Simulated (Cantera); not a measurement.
Input (Python, Cantera) and output of one run.

```python
import numpy as np
import cantera as ct

gas_names = """
    H HNO HNO2 HNO3 HO2 H2 H2O H2O2 H2S H2SO4 N NH NH2 NH3 NH2OH NO NO2 NO3 N2 N2H2 N2H4 N2O O OH O2 O3
    S SH SN SO SO2 SO3 S2 S2O S8
""".split()
cond_names = """
    H2O(s) H2O(L) H2SO4(L) S(cr1) S(cr2) S(L)
""".split()


def load(file, names, dense=False):
    # The tables refer to 1 bar. Condensed volumes are neglected.
    table = {s.name: s for s in ct.Species.list_from_file(file)}
    out = []
    for n in names:
        d = dict(table[n].input_data)
        d["thermo"] = dict(d["thermo"], **{"reference-pressure": 1e5})
        if dense:
            d["equation-of-state"] = {"model": "constant-volume", "density": "1e6 g/cm^3"}
        out.append(ct.Species.from_dict(d))
    return out


gas = ct.Solution(thermo="ideal-gas", species=load("nasa_gas.yaml", gas_names))
cond = {s.name: ct.Solution(thermo="fixed-stoichiometry", species=[s], name=s.name)
        for s in load("nasa_condensed.yaml", cond_names, dense=True)}
atoms = {
    'NH3': {'N': 1, 'H': 3},
    'SO2': {'S': 1, 'O': 2},
    'O2': {'O': 2},
    'H2': {'H': 2},
}
top_T = {}  # K; cautious upper limits of use, not melting points


def equilibrate(T, P, feed):
    n = {}
    for name, mol in feed.items():
        for a, k in atoms[name].items():
            n[a] = n.get(a, 0.0) + k * mol
    gas.TPX = T, P, n
    mass = sum(n.values()) * gas.mean_molecular_weight
    gas.equilibrate("TP")
    valid = [c for c in cond.values() if c.min_temp <= T <= top_T.get(c.name, c.max_temp)]
    mix = ct.Mixture([(gas, mass / gas.mean_molecular_weight)] + [(c, 0.0) for c in valid])
    mix.T, mix.P = T, P
    mix.equilibrate("TP", solver="vcs", rtol=1e-11, max_steps=5000)
    return mix


results = []
feed = {'NH3': 1, 'SO2': 0.73, 'O2': 9.8, 'H2': 5.4}  # mol
P = 13332.2  # Pa
for T in [725, 925, 1125, 1325, 1525, 1725, 1925, 2125, 2325, 2525, 2725, 2925]:
    mix = equilibrate(T, P, feed)
    results.append((T, P, feed, dict(zip(mix.species_names, mix.species_moles))))
    x = sorted(zip(gas.X, gas.species_names), reverse=True)
    print(f"T = {T:g} K  P = {P:g} Pa  gas = {mix.phase_moles(0):.4g} mol")
    print("   x: " + "  ".join(f"{s} {v:.3e}" for v, s in x if v > 1e-05))
    print("   condensed (mol): " + ("  ".join(f"{mix.phase(i).name} {mix.phase_moles(i):.4g}"
          for i in range(1, mix.n_phases) if mix.phase_moles(i) > 1e-12) or "none"))
```

Result:

```
T = 725 K  P = 13332.2 Pa  gas = 14.11 mol
   x: H2O 4.881e-01  O2 4.248e-01  SO3 4.951e-02  N2 3.543e-02  SO2 1.305e-03  H2SO4 9.162e-04
   condensed (mol): none
T = 925 K  P = 13332.2 Pa  gas = 14.29 mol
   x: H2O 4.830e-01  O2 4.309e-01  N2 3.500e-02  SO3 2.703e-02  SO2 2.405e-02  H2SO4 1.798e-05
   condensed (mol): none
T = 1125 K  P = 13332.2 Pa  gas = 14.44 mol
   x: H2O 4.778e-01  O2 4.370e-01  SO2 4.519e-02  N2 3.461e-02  SO3 5.361e-03  NO 3.209e-05
   condensed (mol): none
T = 1325 K  P = 13332.2 Pa  gas = 14.47 mol
   x: H2O 4.768e-01  O2 4.381e-01  SO2 4.922e-02  N2 3.448e-02  SO3 1.227e-03  NO 1.403e-04  OH 6.057e-05
   condensed (mol): none
T = 1525 K  P = 13332.2 Pa  gas = 14.48 mol
   x: H2O 4.763e-01  O2 4.381e-01  SO2 5.002e-02  N2 3.432e-02  OH 4.207e-04  NO 4.160e-04  SO3 3.985e-04  O 1.027e-05
   condensed (mol): none
T = 1725 K  P = 13332.2 Pa  gas = 14.49 mol
   x: H2O 4.753e-01  O2 4.373e-01  SO2 5.022e-02  N2 3.404e-02  OH 1.862e-03  NO 9.555e-04  SO3 1.677e-04  O 1.051e-04  H2 5.115e-05
   condensed (mol): none
T = 1925 K  P = 13332.2 Pa  gas = 14.51 mol
   x: H2O 4.722e-01  O2 4.350e-01  SO2 5.021e-02  N2 3.354e-02  OH 6.031e-03  NO 1.836e-03  O 6.647e-04  H2 3.140e-04  SO3 8.458e-05  H 4.639e-05  SO 1.528e-05
   condensed (mol): none
T = 2125 K  P = 13332.2 Pa  gas = 14.57 mol
   x: H2O 4.642e-01  O2 4.296e-01  SO2 4.996e-02  N2 3.277e-02  OH 1.552e-02  NO 3.087e-03  O 2.965e-03  H2 1.362e-03  H 3.670e-04  SO 9.003e-05  SO3 4.831e-05  HO2 1.018e-05
   condensed (mol): none
T = 2325 K  P = 13332.2 Pa  gas = 14.74 mol
   x: H2O 4.460e-01  O2 4.181e-01  SO2 4.912e-02  OH 3.335e-02  N2 3.160e-02  O 1.016e-02  NO 4.667e-03  H2 4.515e-03  H 2.025e-03  SO 3.891e-04  SO3 2.986e-05  HO2 1.883e-05
   condensed (mol): none
T = 2525 K  P = 13332.2 Pa  gas = 15.12 mol
   x: H2O 4.095e-01  O2 3.960e-01  OH 6.132e-02  SO2 4.694e-02  N2 2.986e-02  O 2.822e-02  H2 1.195e-02  H 8.393e-03  NO 6.419e-03  SO 1.313e-03  HO2 3.010e-05  SO3 1.907e-05
   condensed (mol): none
T = 2725 K  P = 13332.2 Pa  gas = 15.95 mol
   x: O2 3.584e-01  H2O 3.450e-01  OH 9.679e-02  O 6.576e-02  SO2 4.213e-02  N2 2.733e-02  H 2.730e-02  H2 2.552e-02  NO 8.036e-03  SO 3.553e-03  S 6.879e-05  HO2 4.114e-05  SO3 1.184e-05
   condensed (mol): none
T = 2925 K  P = 13332.2 Pa  gas = 17.58 mol
   x: O2 3.024e-01  H2O 2.497e-01  O 1.310e-01  OH 1.286e-01  H 7.082e-02  H2 4.301e-02  SO2 3.346e-02  N2 2.389e-02  NO 9.084e-03  SO 7.633e-03  S 3.727e-04  HO2 4.637e-05  SH 4.033e-05
   condensed (mol): none
```

These are equilibrium values from Cantera (NASA tables, ideal gas, pure condensed phases), not measurements of a reactor.
